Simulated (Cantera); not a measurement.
A closed system holds: 1 mol TiCl4, a varied amount of O2, at 1575 °C and 10.0 mbar.

These are equilibrium values from Cantera (NASA tables, ideal gas, pure condensed phases), not measurements of a reactor. Candidate condensed phases: Ti, TiCl2, TiCl3, TiCl4, TiO, TiO2, Ti2O3, Ti3O5, Ti4O7; 15 gas species. The tables' values for TiCl2 are old estimates; treat these amounts as uncertain. Equilibrium is a limit: real reactors are often held back by kinetics, nucleation or transport.

Q: At 0.57 mol O2, list the 5 most abundant gas species with their mole fractions, and the condensed phases.

A: Cl 0.794, TiCl4 0.145, Cl2 0.0407, TiCl3 0.0154, TiOCl2 0.00470. Condensed: TiO2(rutile).
